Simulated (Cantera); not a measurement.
A diamond (100) surface in a fixed gas of H2 with x(CH4) = 0.0053, x(H) = 0.00042, x(CH3) = 3.3e-05, 0.0760 atm; coverages are run to steady state.

Computed with Cantera and the Harris–Goodwin 1993 mechanism for the reconstructed diamond (100) surface.

One state of this run: growth (µm/h) = 0.0558; θ c6HH = 0.492; θ c6H* = 0.0483; θ c6*H = 0.442; θ c6** = 0.0172; θ c6HM = 1.05e-5. θ: site fractions in the mechanism's names (c6HH fully hydrogenated, c6H* and c6*H radical sites, c6** diradical, c6HM methylated).

Question: Which value of T (K) does it belong to?
A. 1025
B. 1400
C. 1325
D. 1175

Answer: B, 1400
